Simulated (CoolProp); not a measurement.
Water along the isotherm 274.35 °C: density (kg/m³) from the reference equation and from simpler models built on Tc = 373.9 °C, pc = 22060 kPa, ω = 0.344; each cubic takes its own stable root.

Model: reference Helmholtz-energy equation of state, Wagner 2002, in CoolProp.

| p (kPa) | phase | reference |
|---|---|---|
| 5010 | gas | 24.26 |
| 10000 | liquid | 766.3 |
| 15000 | liquid | 773.3 |
| 20100 | liquid | 779.9 |
| 25100 | liquid | 786.0 |
| 30100 | liquid | 791.7 |
| 35100 | liquid | 797.2 |
| 40100 | liquid | 802.4 |
| 45100 | liquid | 807.3 |
| 50100 | liquid | 812.1 |
| 55200 | liquid | 816.7 |

Question: How far does each simpler model (van der Waals, Redlich-Kwong, Peng-Robinson) lie from the reference over these 11 states: mean and median of the absolute difference, and the worst?

Answer: 
- van der Waals: mean 50.6 %, median 50.4 %, worst -93.0 % at 274.35 °C and 10000 kPa
- Redlich-Kwong: mean 30.3 %, median 32.5 %, worst -34.6 % at 274.35 °C and 10000 kPa
- Peng-Robinson: mean 18.5 %, median 20.1 %, worst -20.5 % at 274.35 °C and 10000 kPa

At some of these states van der Waals gives the other phase, because its saturation line lies elsewhere.
